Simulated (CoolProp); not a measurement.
Properties of normal hydrogen along the isobar 1.86 MPa (Tc = -240.0 °C, pc = 1.296 MPa, ω = -0.219).

Computed with CoolProp (reference Helmholtz-energy equation of state, Leachman 2009).

```tsv
T (°C)	phase	Z	Joule-Thomson coefficient (K/MPa)	fugacity coefficient
-243.35	liquid	0.2518	-0.009494	0.3625
-235.05	supercritical	0.5686	5.383	0.6933
-226.75	supercritical	0.8047	4.511	0.8263
-218.45	supercritical	0.8904	3.558	0.8947
-210.15	supercritical	0.9348	2.858	0.9347
-201.85	supercritical	0.9609	2.323	0.9596
-193.55	supercritical	0.9773	1.900	0.9758
-185.25	supercritical	0.9881	1.560	0.9867
-177.05	supercritical	0.9953	1.285	0.9942
-168.75	supercritical	1.000	1.056	0.9996
-160.45	supercritical	1.004	0.8658	1.003
-152.15	supercritical	1.007	0.7072	1.006
-143.85	supercritical	1.009	0.5738	1.008
-135.55	supercritical	1.010	0.4608	1.010
-127.25	supercritical	1.011	0.3642	1.011
-118.95	supercritical	1.012	0.2811	1.011
```
